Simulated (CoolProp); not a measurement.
The fluid at 472.48 K and 1.15 MPa flows at 1.5 m/s in a round tube of 4.6 mm bore and 15 µm roughness, fully developed (64/Re and Nu = 3.66 if laminar; Colebrook and Gnielinski if turbulent). The same conditions are run with several fluids, on thermodynamics alone (safety and materials aside).

Model: reference Helmholtz-energy equation of state of each fluid (R407C: Lemmon 2003; isobutane: Bücker 2006; n-butane: Bücker 2006; R404A: Lemmon 2003; CF4 (R14): Platzer 1990), in CoolProp. The equations of Platzer and Polt are older, rougher fits. Blends and air are pseudo-pure fits.

```csv
fluid,Reynolds number,Darcy friction factor,pressure drop (Pa/m),heat-transfer coefficient (W/(m² K)),mass flow (kg/h)
R407C,[?],[?],230,198,2.34
isobutane,10700,0.0351,[?],324,[?]
n-butane,10700,0.0351,158,324,1.65
R404A,10600,0.0351,[?],229,2.66
CF4 (R14),7030,[?],239,166,[?]
```

Task: Fill in the missing entries.

Result: 
- R407C, Reynolds number: 9170
- R407C, Darcy friction factor: 0.0360
- isobutane, pressure drop (Pa/m): 157
- isobutane, mass flow (kg/h): 1.64
- R404A, pressure drop (Pa/m): 254
- CF4 (R14), Darcy friction factor: 0.0380
- CF4 (R14), mass flow (kg/h): 2.31

Transport values come from each fluid's own correlations; those of CF4 (R14) are estimates that may be off by 10 % or more.
